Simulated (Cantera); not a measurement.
**B2O3 + H2O + N2 (boron, boron nitride and boron oxide)**

Charge: 1 mol B2O3, 7.5 mol H2O, 0.39 mol N2, equilibrated at 0.200 bar.

These are equilibrium values from Cantera (NASA tables, ideal gas, pure condensed phases), not measurements of a reactor. Candidate condensed phases: B, BN, B2O3, B3O3H3, H2O; 39 gas species. Gases not in the tables: H3BO3. Rates play no part.

From 875 K to 1475 K the condensed part is B2O3(l). The share of B in condensed phases is highest at 1225 K (93.8 %) and lowest at 875 K (73.7 %).

| T (K) | x H2O | x N2 | x HBO2 | x (HBO2)3 | x H2 | x O2 | n B2O3(l) |
|---|---|---|---|---|---|---|---|
| 875 | 0.928 | 0.0500 | 2.77e-6 | 0.0225 | 2.39e-8 | 1.16e-8 | 0.737 |
| 925 | 0.933 | 0.0498 | 1.03e-5 | 0.0168 | 8.19e-8 | 3.97e-8 | 0.803 |
| 975 | 0.937 | 0.0497 | 3.31e-5 | 0.0129 | 2.47e-7 | 1.19e-7 | 0.849 |
| 1025 | 0.940 | 0.0497 | 9.47e-5 | 0.0100 | 6.71e-7 | 3.21e-7 | 0.881 |
| 1075 | 0.942 | 0.0496 | 0.000244 | 0.00797 | 1.66e-6 | 7.91e-7 | 0.905 |
| 1125 | 0.943 | 0.0496 | 0.000575 | 0.00644 | 3.79e-6 | 1.80e-6 | 0.922 |
| 1175 | 0.944 | 0.0495 | 0.00126 | 0.00527 | 8.09e-6 | 3.80e-6 | 0.933 |
| 1225 | 0.944 | 0.0495 | 0.00256 | 0.00437 | 1.62e-5 | 7.56e-6 | 0.938 |
| 1275 | 0.942 | 0.0494 | 0.00492 | 0.00366 | 3.08e-5 | 1.42e-5 | 0.937 |
| 1325 | 0.939 | 0.0493 | 0.00895 | 0.00309 | 5.57e-5 | 2.55e-5 | 0.928 |
| 1375 | 0.933 | 0.0491 | 0.0155 | 0.00263 | 9.64e-5 | 4.38e-5 | 0.907 |
| 1425 | 0.923 | 0.0488 | 0.0258 | 0.00224 | 0.000160 | 7.19e-5 | 0.870 |
| 1475 | 0.908 | 0.0484 | 0.0412 | 0.00191 | 0.000256 | 0.000114 | 0.810 |
x: gas mole fraction; n: condensed amount in mol.
